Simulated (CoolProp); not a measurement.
Tetrahydrofuran along the isotherm 380.1 K: Z from the reference equation and from simpler models built on Tc = 540.2 K, pc = 5.304 MPa, ω = 0.234; each cubic takes its own stable root.

The numbers come from the reference Helmholtz-energy equation of state, Fiedler 2023 in CoolProp.

| p (MPa) | phase | reference | van der Waals | Soave-Redlich-Kwong | Peng-Robinson |
|---|---|---|---|---|---|
| 2.21 | liquid | 0.06388 | 0.1031 | 0.06882 | 0.06083 |
| 4.42 | liquid | 0.1272 | 0.2028 | 0.1367 | 0.1209 |
| 6.63 | liquid | 0.1900 | 0.2999 | 0.2037 | 0.1803 |
| 8.84 | liquid | 0.2522 | 0.3951 | 0.2699 | 0.2392 |
| 11.1 | liquid | 0.3154 | 0.4907 | 0.3369 | 0.2988 |
| 13.3 | liquid | 0.3765 | 0.5825 | 0.4015 | 0.3563 |
| 15.5 | liquid | 0.4372 | 0.6730 | 0.4655 | 0.4134 |
| 17.7 | liquid | 0.4976 | 0.7626 | 0.5290 | 0.4700 |
| 19.9 | liquid | 0.5575 | 0.8513 | 0.5920 | 0.5263 |
| 22.1 | liquid | 0.6171 | 0.9391 | 0.6545 | 0.5822 |
| 24.3 | liquid | 0.6764 | 1.026 | 0.7167 | 0.6378 |
| 26.5 | liquid | 0.7354 | 1.113 | 0.7784 | 0.6930 |
